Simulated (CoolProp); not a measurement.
A simple Rankine cycle with n-perfluorohexane: condensing at 319.15 K, boiler at 0.337 MPa, turbine inlet 411 K, turbine efficiency 0.65, pump efficiency 0.7, no recuperator. Each further row changes one setting.

Model: reference Helmholtz-energy equation of state, Gao 2022, in CoolProp.

| case | thermal efficiency (%) | net work (kJ/kg) | heat in (kJ/kg) | turbine exit temperature (K) | volume ratio over the turbine |
|---|---|---|---|---|---|
| as stated | 5.6 | 9.47 | 169 | 397.9 | 5.19 |
| turbine inlet 431 K | 5.3 | 10.0 | 189 | 418.0 | 5.12 |
| condensing temperature 311.15 K | 6.4 | 11.3 | 177 | 395.7 | 7.03 |
| boiler pressure 0.236 MPa | 4.4 | 7.53 | 170 | 401.2 | 3.54 |
| turbine efficiency 0.55 | 4.7 | 7.97 | 169 | 399.5 | 5.21 |
